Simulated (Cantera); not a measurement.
# Equilibrium for silicon oxide and oxynitride deposition: Si2H6 + NO

Input: 1 mol Si2H6, 0.33 mol NO, equilibrated at 13.0 Pa.

Method: chemical equilibrium by Gibbs-energy minimisation in Cantera with the NASA 1993 tables (ideal gas, pure condensed phases). Candidate condensed phases: H2O, Si, SiO2, Si2N2O, Si3N4; 35 gas species. The feed counts by its element totals alone. Mutual solubility and eutectic melting of coexisting phases are not modelled. The tables' values for SiN are old estimates; treat these amounts as uncertain. The tables hold silica as quartz up to 1696 K and as liquid above; real silica turns to tridymite and cristobalite and melts near 1996 K. Gases not in the tables: Si2H6 and higher silanes. Equilibrium is a limit: real reactors are often held back by kinetics, nucleation or transport.

From 750 °C to 950 °C the condensed part is Si(s) + SiO2(β-quartz) + Si2N2O(s). From 1050 °C to 1150 °C the condensed part is Si(s) + Si2N2O(s). From 1250 °C to 1350 °C the condensed part is Si(s). From 1450 °C to 1650 °C the condensed part is Si(l). From 1750 °C to 1850 °C nothing is condensed. The main Si-bearing gas is SiO at 750 °C and Si at 1850 °C.

```
T (°C)   x H2      x Si       x H     x SiO      x N2     x Si2     x SiH     x Si3  n Si(s)  n SiO2(β-quartz)  n Si2N2O(s)  n Si(l)
------  -----  --------  --------  --------  --------  --------  --------  --------  -------  ----------------  -----------  -------
750     1.000  4.58e-12   3.63e-7   1.02e-5  7.95e-12    <1e-12  2.95e-12    <1e-12     1.59            0.0825        0.165        0
850     1.000  4.95e-10   3.73e-6  0.000385   1.31e-9    <1e-12  1.43e-10    <1e-12     1.59            0.0819        0.165        0
950     0.992   2.48e-8   2.63e-5   0.00790   9.26e-8  2.76e-12   3.65e-9    <1e-12     1.58            0.0706        0.165        0
1050    0.948   6.82e-7  0.000135    0.0521   6.65e-6  2.07e-10   5.55e-8  2.47e-11     1.51                 0        0.165        0
1150    0.945   1.17e-5  0.000566    0.0533   0.00128   8.41e-9   5.84e-7   1.29e-9     1.51                 0        0.161        0
1250    0.857  0.000139   0.00188    0.0943    0.0472   2.08e-7   4.28e-6   3.95e-8     1.67                 0            0        0
1350    0.852   0.00120   0.00560    0.0940    0.0470   3.45e-6   2.54e-5   7.86e-7     1.67                 0            0        0
1450    0.838   0.00756    0.0146    0.0930    0.0465   3.58e-5  0.000114   8.91e-6        0                 0            0     1.64
1550    0.797    0.0340    0.0339    0.0896    0.0447  0.000220  0.000370   5.17e-5        0                 0            0     1.54
1650    0.681     0.130    0.0682    0.0787    0.0392   0.00111   0.00100  0.000248        0                 0            0     1.10
1750    0.490     0.298     0.117    0.0604    0.0301   0.00223   0.00153  0.000322        0                 0            0        0
1850    0.420     0.288     0.204    0.0575    0.0287  0.000867   0.00110   3.86e-5        0                 0            0        0
```
x: gas mole fraction; n: condensed amount in mol.
